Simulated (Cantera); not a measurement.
Feed: 1 mol SiO2, 0.064 mol Si, 0.031 mol N2, held at 1227 °C and 7.00e-5 bar.

Method: chemical equilibrium by Gibbs-energy minimisation in Cantera with the NASA 1993 tables (ideal gas, pure condensed phases). Candidate condensed phases: Si, SiO2, Si2N2O, Si3N4; 16 gas species. The tables hold silica as quartz up to 1696 K and as liquid above; real silica turns to tridymite and cristobalite and melts near 1996 K. Rates play no part.

Base state: SiO 0.805, N2 0.195 (mole fractions); condensed: SiO2(β-quartz).

Q: What changes in the equilibrium state with this change: pressure from 7.00e-5 bar to 0.000210 bar?

A: 
```
species              before    after
-------------------  ------  -------
SiO                   0.805    0.994
N2                    0.195  0.00576
SiO2(β-quartz), mol   0.936    0.967
Si2N2O(s), mol            0   0.0308
```
Mutual solubility and eutectic melting of coexisting phases are not modelled.
